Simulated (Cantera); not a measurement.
Transport properties of process gases

Gas mixture: 26.2 % N₂O, 73.8 % N₂, at 0.560 bar, frozen composition.

Cantera's kinetic-theory transport with the Lennard-Jones parameters of GRI-Mech 3.0, ideal gas; thermal conductivity in the multicomponent form. The composition is frozen, though it would react at the higher temperatures.

```json
[
 {"T (K)": "400", "ρ (kg/m³)": "0.542", "cp (J/kg/K)": "1019", "μ (µPa s)": "21.5", "λ (mW/m/K)": "30.7", "Pr": "0.712", "D (cm²/s) O": "0.902", "D (cm²/s) CH₃": "0.632", "D (cm²/s) H₂": "2.19"},
 {"T (K)": "550", "ρ (kg/m³)": "0.394", "cp (J/kg/K)": "1068", "μ (µPa s)": "27.2", "λ (mW/m/K)": "40.6", "Pr": "0.716", "D (cm²/s) O": "1.56", "D (cm²/s) CH₃": "1.10", "D (cm²/s) H₂": "3.75"},
 {"T (K)": "700", "ρ (kg/m³)": "0.310", "cp (J/kg/K)": "1115", "μ (µPa s)": "32.3", "λ (mW/m/K)": "50.1", "Pr": "0.718", "D (cm²/s) O": "2.34", "D (cm²/s) CH₃": "1.67", "D (cm²/s) H₂": "5.62"},
 {"T (K)": "850", "ρ (kg/m³)": "0.255", "cp (J/kg/K)": "1161", "μ (µPa s)": "36.9", "λ (mW/m/K)": "59.6", "Pr": "0.719", "D (cm²/s) O": "3.25", "D (cm²/s) CH₃": "2.32", "D (cm²/s) H₂": "7.76"},
 {"T (K)": "1000", "ρ (kg/m³)": "0.217", "cp (J/kg/K)": "1200", "μ (µPa s)": "41.2", "λ (mW/m/K)": "68.7", "Pr": "0.719", "D (cm²/s) O": "4.26", "D (cm²/s) CH₃": "3.05", "D (cm²/s) H₂": "10.2"},
 {"T (K)": "1150", "ρ (kg/m³)": "0.189", "cp (J/kg/K)": "1227", "μ (µPa s)": "45.2", "λ (mW/m/K)": "77.2", "Pr": "0.719", "D (cm²/s) O": "5.38", "D (cm²/s) CH₃": "3.86", "D (cm²/s) H₂": "12.8"},
 {"T (K)": "1300", "ρ (kg/m³)": "0.167", "cp (J/kg/K)": "1251", "μ (µPa s)": "49.0", "λ (mW/m/K)": "85.3", "Pr": "0.719", "D (cm²/s) O": "6.59", "D (cm²/s) CH₃": "4.74", "D (cm²/s) H₂": "15.7"}
]
```
D: mixture-averaged diffusion coefficient of that species in the mixture.
